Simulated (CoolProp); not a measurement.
The fluid at 484.59 K and 4.54 MPa (stagnation) flows isentropically through a choked orifice. The same conditions are run with several fluids, on thermodynamics alone (safety and materials aside).

Values from CoolProp's reference Helmholtz-energy equation of state of each fluid (the fluoroketone C6F12O (FK-5-1-12): McLinden 2015; n-pentane: Thol 2019; CF4 (R14): Platzer 1990; R143a: Lemmon and Jacobsen 2000; R404A: Lemmon 2003). The equations of Platzer and Polt are older, rougher fits. Blends and air are pseudo-pure fits.

```tsv
fluid	throat to inlet pressure ratio	mass flux (kg/(m² s))	throat temperature (K)
the fluoroketone C6F12O (FK-5-1-12)	0.673	38300	475.1
n-pentane	0.740	20100	469.6
CF4 (R14)	0.577	13500	454.5
R143a	0.598	13600	460.1
R404A	0.599	14600	461.8
```
